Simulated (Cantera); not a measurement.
An isothermal, constant-pressure homogeneous reactor starts with CO : O2 : H2O : N2 = 0.0065 : 0.0034 : 0.0024 : 1 (molar parts), equivalence ratio 0.96, at 1475 K and 1050 Torr.

Model: GRI-Mech 3.0 (53 species, 325 reactions), integrated in Cantera.

One state of this run: x CO = 5.00e-5; x O2 = 0.000173; x H2O = 0.00237; x H = 9.78e-7; x CO2 = 0.00639; x H2 = 7.10e-6. x: mole fraction; the columns are a selection and need not sum to one.

### Question
Which value of t (s) does it belong to?
A. 0.000588
B. 0.475
C. 0.00124
D. 0.00260

### Answer
B, 0.475
